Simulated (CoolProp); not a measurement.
Computed with CoolProp (reference Helmholtz-energy equation of state, Span 2003). It is a short technical equation, of lower accuracy than the large ones.

Task: For n-heptane, give the phase and the viscosity (µPa s), Prandtl number, fugacity coefficient at 544.8 K and 2980 kPa.

Result: 
- 544.8 K and 2980 kPa: supercritical; viscosity 34.8, Prandtl number 5.17, fugacity coefficient 0.628

Viscosity comes from a separate model (Michailidou 2014). Thermal conductivity comes from a separate model (Assael 2013).
